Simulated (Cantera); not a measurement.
A closed system holds: 1 mol MgO, 0.19 mol O2, 0.078 mol H2O, at 1550 K and 10.0 mbar.

Cantera equilibrium calculation (NASA polynomials, part measured and part estimated; ideal gas, pure solids and liquids). Candidate condensed phases: H2O, Mg, MgO, Mg(OH)2; 15 gas species. Equilibrium is a limit: real reactors are often held back by kinetics, nucleation or transport.

Base state: O2 0.709, H2O 0.291, OH 0.000871, O 6.59e-5, H2 1.25e-5 (mole fractions); condensed: MgO(s).

Question: What changes in the equilibrium state with this change: temperature from 1550 K to 1723 K?

Answer: 
| species | before | after |
|---|---|---|
| O2 | 0.709 | 0.707 |
| H2O | 0.291 | 0.289 |
| OH | 0.000871 | 0.00309 |
| H | 1.11e-6 | 1.71e-5 |
| O | 6.59e-5 | 0.000478 |
| H2 | 1.25e-5 | 8.75e-5 |
| MgO(s), mol | 1.00 | 1.00 |
